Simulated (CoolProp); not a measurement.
Vapour-liquid equilibrium of ethane (1) + propane (2) at 2.26 bar; x and y are mole fractions of (1).

Model: multi-fluid Helmholtz-energy mixture model, Bücker 2006 and Lemmon 2009; pair parameters Kunz 2012, in CoolProp.

```json
[
 {"x": "0.05", "bubble temperature (K)": "245.5", "y at the bubble point": "0.216", "dew temperature at overall composition x (K)": "249.8", "liquid density (mol/L)": "12.91"},
 {"x": "0.125", "bubble temperature (K)": "238.5", "y at the bubble point": "0.444", "dew temperature at overall composition x (K)": "247.9", "liquid density (mol/L)": "13.30"},
 {"x": "0.2", "bubble temperature (K)": "232.6", "y at the bubble point": "0.597", "dew temperature at overall composition x (K)": "245.9", "liquid density (mol/L)": "13.67"},
 {"x": "0.275", "bubble temperature (K)": "227.6", "y at the bubble point": "0.704", "dew temperature at overall composition x (K)": "243.8", "liquid density (mol/L)": "14.03"},
 {"x": "0.35", "bubble temperature (K)": "223.3", "y at the bubble point": "0.781", "dew temperature at overall composition x (K)": "241.6", "liquid density (mol/L)": "14.38"},
 {"x": "0.425", "bubble temperature (K)": "219.5", "y at the bubble point": "0.837", "dew temperature at overall composition x (K)": "239.1", "liquid density (mol/L)": "14.72"},
 {"x": "0.5", "bubble temperature (K)": "216.2", "y at the bubble point": "0.880", "dew temperature at overall composition x (K)": "236.5", "liquid density (mol/L)": "15.06"},
 {"x": "0.575", "bubble temperature (K)": "213.2", "y at the bubble point": "0.913", "dew temperature at overall composition x (K)": "233.5", "liquid density (mol/L)": "15.41"},
 {"x": "0.65", "bubble temperature (K)": "210.5", "y at the bubble point": "0.938", "dew temperature at overall composition x (K)": "230.3", "liquid density (mol/L)": "15.75"},
 {"x": "0.725", "bubble temperature (K)": "208.1", "y at the bubble point": "0.958", "dew temperature at overall composition x (K)": "226.5", "liquid density (mol/L)": "16.09"},
 {"x": "0.8", "bubble temperature (K)": "205.8", "y at the bubble point": "0.973", "dew temperature at overall composition x (K)": "222.1", "liquid density (mol/L)": "16.44"},
 {"x": "0.875", "bubble temperature (K)": "203.8", "y at the bubble point": "0.985", "dew temperature at overall composition x (K)": "216.6", "liquid density (mol/L)": "16.79"},
 {"x": "0.95", "bubble temperature (K)": "202.0", "y at the bubble point": "0.995", "dew temperature at overall composition x (K)": "209.0", "liquid density (mol/L)": "17.15"}
]
```

No azeotrope shows between x = 0.05 and 0.95.

Pair parameters are fitted to limited data, so mixtures are less certain than the pure fluids.
